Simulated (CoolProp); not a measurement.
Computed with CoolProp (reference Helmholtz-energy equation of state, Gao 2016).

Q: Give the vapour pressure (MPa), liquid density (kg/m³), vapour density (kg/m³), enthalpy of vaporisation (kJ/kg) of saturated sulfur dioxide at 359.3, 390.8 K.

A: 
| T (K) | p (MPa) | liquid density (kg/m³) | vapour density (kg/m³) | enthalpy of vaporisation (kJ/kg) |
|---|---|---|---|---|
| 359.3 | 2.07 | 1170 | 56.1 | 280 |
| 390.8 | 3.93 | 1030 | 116 | 221 |
